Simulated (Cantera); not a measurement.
A freely propagating, adiabatic, planar premixed flame of 37.8 % H₂, 11.1 % O₂, 42.0 % N₂, 9.08 % H₂O, equivalence ratio 1.7, unburnt at 498 K and 7500 Torr; mixture-averaged transport, grid criteria slope 0.08 and curve 0.16, no radiation.

Detailed kinetics in Cantera: the H2/O2 subset of GRI-Mech 3.0, which has no nitrogen chemistry. The hydrogen kinetics of GRI-Mech 3.0 are dated; newer H2 mechanisms differ, most at raised pressure. Burning velocities carry a grid error of a few per cent, more on coarse grids.

### Question
Predict: laminar burning velocity; thermal thickness; peak x(OH); peak x(O); peak x(H).

### Answer
```json
{
 "laminar_burning_velocity": "380 cm/s",
 "thermal_thickness": "0.0233 mm",
 "peak x(OH)": "0.00395",
 "peak x(O)": "0.00108",
 "peak x(H)": "0.0205"
}
```
